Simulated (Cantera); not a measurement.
Mixture: 21.5 % CO, 2.15 % H2, 1.05 % CH4, 15.1 % O2, 57.0 % N2, 3.22 % H2O, at 750 Torr, adiabatic and at constant pressure. Ignition delay is the time to a rise of 400 K.

Computed with Cantera and GRI-Mech 3.0 (53 species, 325 reactions). Where the delays flatten at high temperature, the 400 K rule measures the pace of heat release, not the induction time.

Problem. Predict: delay at 1100 K; delay at 1200 K; delay at 1300 K; delay at 1400 K; delay at 1500 K.

Solution. 
```json
{
 "delay at 1100 K": "0.462 ms",
 "delay at 1200 K": "0.191 ms",
 "delay at 1300 K": "0.114 ms",
 "delay at 1400 K": "81.4 µs",
 "delay at 1500 K": "64.7 µs"
}
```
